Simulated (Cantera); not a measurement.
Feed: 1 mol Si3N4, 0.031 mol Si, 0.059 mol H2, at 1952 °C and 10.0 Pa.

Equilibrium computed with Cantera from the NASA thermochemical tables; the gas is ideal and each condensed phase is pure. The tables' values for SiN are old estimates; treat these amounts as uncertain. The numbers say what is thermodynamically allowed, not how fast it happens.

```
species    before     after
-------  --------  --------
Si          0.587     0.588
N2          0.389     0.388
H          0.0208    0.0228
Si2       0.00124  0.000195
Si3       2.99e-5   4.16e-7
Si2N      7.99e-5   4.06e-6
N         1.04e-6   1.82e-5
H2        0.00103   8.19e-5
SiH       7.96e-5   1.41e-5
SiN      0.000589  0.000369
```
Gas species are given as mole fractions.

What was changed between the two runs?
A. pressure from 10.0 Pa to 1.33 mbar
B. H2 from 0.059 to 0.014 mol
C. H2 from 0.059 to 1.4 mol
D. temperature from 1952 °C to 2227 °C

D, temperature from 1952 °C to 2227 °C
